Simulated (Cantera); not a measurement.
## Adiabatic ignition

An adiabatic, constant-volume homogeneous reactor starts with CH4 : O2 : N2 : CO2 : H2 = 1 : 2.99 : 11.2 : 0.42 : 0.41 (molar parts), at 1525 K and 101000 Pa.

Computed with Cantera and GRI-Mech 3.0 (53 species, 325 reactions).

```tsv
t (s)	T (K)	P (bar)	x CH4	x O2	x CO2	x CH3	x HO2	x HCN
2.00e-6	1525	1.01	0.0624	0.187	0.0262	3.56e-7	2.14e-7	<1e-12
5.28e-6	1525	1.01	0.0624	0.187	0.0262	1.24e-6	5.59e-7	<1e-12
1.39e-5	1525	1.01	0.0624	0.187	0.0262	4.46e-6	1.44e-6	<1e-12
3.67e-5	1525	1.01	0.0624	0.187	0.0262	2.25e-5	3.56e-6	<1e-12
9.69e-5	1526	1.01	0.0620	0.186	0.0262	0.000311	9.14e-6	<1e-12
0.000256	2590	1.77	<1e-12	0.0592	0.0529	<1e-12	9.72e-6	3.70e-11
0.000674	2771	1.87	<1e-12	0.0542	0.0611	<1e-12	1.29e-5	2.25e-10
0.00178	2762	1.87	<1e-12	0.0510	0.0613	<1e-12	1.21e-5	3.77e-10
0.00469	2758	1.86	<1e-12	0.0495	0.0614	<1e-12	1.17e-5	4.40e-10
0.0124	2758	1.86	<1e-12	0.0495	0.0614	<1e-12	1.17e-5	4.43e-10
0.0327	2758	1.86	<1e-12	0.0495	0.0614	<1e-12	1.17e-5	4.43e-10
0.0862	2758	1.86	<1e-12	0.0495	0.0614	<1e-12	1.17e-5	4.43e-10
0.227	2758	1.86	<1e-12	0.0495	0.0614	<1e-12	1.17e-5	4.43e-10
0.600	2758	1.86	<1e-12	0.0495	0.0614	<1e-12	1.17e-5	4.43e-10
```
x: mole fraction; the columns are a selection and need not sum to one.

- time of steepest temperature rise = 0.225 ms
- temperature at 0.600 s = 2758 K
- equilibrium temperature = 2758 K
- x(CH4) at 0.600 s = <1e-12 (gas-phase equilibrium <1e-12)
- x(O2) at 0.600 s = 0.0495 (gas-phase equilibrium 0.0495)
- x(CO2) at 0.600 s = 0.0614 (gas-phase equilibrium 0.0614)
